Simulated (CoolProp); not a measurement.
Vapour-liquid equilibrium of R134a (1) + R142b (2) at 190 K; x and y are mole fractions of (1).

The numbers come from the multi-fluid Helmholtz-energy mixture model, Tillner-Roth 1994 and Lemmon 2006; pair parameters Bell 2016 in CoolProp.

```json
[
 {"x": "0.05", "bubble pressure, mixture model (bar)": "0.01335", "bubble pressure, Raoult's law (bar)": "0.01288", "y, mixture model": "0.140", "y, Raoult's law": "0.109"},
 {"x": "0.2", "bubble pressure, mixture model (bar)": "?", "bubble pressure, Raoult's law (bar)": "0.01529", "y, mixture model": "?", "y, Raoult's law": "0.368"},
 {"x": "0.35", "bubble pressure, mixture model (bar)": "0.01977", "bubble pressure, Raoult's law (bar)": "0.01771", "y, mixture model": "0.590", "y, Raoult's law": "0.557"},
 {"x": "0.5", "bubble pressure, mixture model (bar)": "0.02224", "bubble pressure, Raoult's law (bar)": "0.02012", "y, mixture model": "0.707", "y, Raoult's law": "0.700"},
 {"x": "0.65", "bubble pressure, mixture model (bar)": "0.02432", "bubble pressure, Raoult's law (bar)": "0.02254", "y, mixture model": "?", "y, Raoult's law": "0.812"},
 {"x": "0.8", "bubble pressure, mixture model (bar)": "?", "bubble pressure, Raoult's law (bar)": "0.02495", "y, mixture model": "?", "y, Raoult's law": "0.903"},
 {"x": "0.95", "bubble pressure, mixture model (bar)": "?", "bubble pressure, Raoult's law (bar)": "0.02737", "y, mixture model": "0.968", "y, Raoult's law": "0.978"}
]
```

Some entries are withheld; supply them.


- 0.2, bubble pressure, mixture model (bar): 0.01682
- 0.2, y, mixture model: 0.420
- 0.65, y, mixture model: 0.799
- 0.8, bubble pressure, mixture model (bar): 0.02611
- 0.8, y, mixture model: 0.881
- 0.95, bubble pressure, mixture model (bar): 0.02769

The largest gap from Raoult's law is +11.6 % in bubble pressure, at x = 0.35. No azeotrope shows between x = 0.05 and 0.95.

The pair parameters rest on a limited set of measurements; away from them the model extrapolates.
